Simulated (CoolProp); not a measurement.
Computed with CoolProp (reference Helmholtz-energy equation of state, Platzer 1990). This equation is an older, rougher fit; its heat capacities, sound speeds and derivatives of the liquid may be far off and weren't checked against measurements.

Q: Give the vapour pressure (MPa), vapour density (kg/m³), vapour viscosity (µPa s), liquid conductivity (mW/(m K)) of saturated CF4 (R14) at 207.9 K.

A: 
```json
[
 {"T (K)": "207.9", "p (MPa)": "2.04", "vapour density (kg/m³)": "155", "vapour viscosity (µPa s)": "15.1", "liquid conductivity (mW/(m K))": "48.6"}
]
```

Viscosity comes from a separate model (Huber 2003), an estimate that may be off by 10 % or more. Thermal conductivity comes from a separate model (Huber 2003), an estimate that may be off by 10 % or more.
